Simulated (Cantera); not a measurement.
Charge: 1 mol S, 0.51 mol O₂, 0.083 mol H₂, 0.05 mol SO₂, equilibrated at 5800000 Pa.

Method: chemical equilibrium by Gibbs-energy minimisation in Cantera with the NASA 1993 tables (ideal gas, pure condensed phases). Candidate condensed phases: H₂O, H₂SO₄, S; 19 gas species. The ideal-gas law is rough above about 30 bar. Gases not in the tables: S₃ to S₇. Rates play no part.

x: gas mole fraction; n: condensed amount in mol.

| T (K) | x SO₂ | x S₂ | x H₂O | x S₂O | x H₂S | x S₈ | n S(l) |
|---|---|---|---|---|---|---|---|
| 798 | 0.849 | 0.00369 | 0.131 | 0.00250 | 0.00487 | 0.00898 | 0.476 |
| 873 | 0.832 | 0.0149 | 0.123 | 0.00668 | 0.00970 | 0.0140 | 0.428 |
| 948 | 0.793 | 0.0468 | 0.110 | 0.0148 | 0.0164 | 0.0188 | 0.341 |
| 1023 | 0.713 | 0.122 | 0.0909 | 0.0277 | 0.0235 | 0.0228 | 0.166 |
| 1098 | 0.622 | … | 0.0736 | 0.0398 | 0.0269 | … | 0 |
| 1173 | 0.602 | 0.257 | 0.0721 | 0.0421 | 0.0253 | 0.00132 | 0 |
| 1248 | 0.598 | 0.262 | 0.0739 | 0.0416 | 0.0230 | 0.000134 | 0 |
| 1323 | 0.597 | 0.264 | 0.0755 | 0.0409 | 0.0210 | 1.70e-5 | 0 |
| 1398 | 0.596 | 0.266 | 0.0769 | 0.0403 | 0.0194 | 2.72e-6 | 0 |
| 1473 | 0.595 | 0.267 | 0.0779 | 0.0397 | 0.0179 | 5.26e-7 | 0 |
| 1548 | 0.594 | 0.267 | 0.0786 | 0.0391 | 0.0167 | … | 0 |
| 1623 | 0.593 | 0.268 | 0.0791 | 0.0386 | 0.0156 | 3.15e-8 | 0 |

### Question
Fill in the missing entries.

### Answer

- 1548, x S₈: 1.20e-7
- 1098, x S₂: 0.225
- 1098, x S₈: 0.0117
